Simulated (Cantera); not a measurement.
Charge: 1 mol Si2Cl6, 74 mol H2, equilibrated at 802 °C and 2.33 Torr.

These are equilibrium values from Cantera (NASA tables, ideal gas, pure condensed phases), not measurements of a reactor. Candidate condensed phases: Si; 19 gas species. The feed counts by its element totals alone. The tables' values for SiCl3 are old estimates; treat these amounts as uncertain. Equilibrium is a limit: real reactors are often held back by kinetics, nucleation or transport.

Q: What is the equilibrium state?

A: 
```
Quantity       Result
----------  ---------
x(H2)           0.946
x(HCl)         0.0428
x(SiCl4)      0.00512
x(SiCl2)      0.00378
x(SiHCl3)     0.00141
x(SiCl3)      0.00111
x(SiH2Cl2)    4.51e-5
n(Si(s))     1.12 mol
gas amount  76.46 mol
```
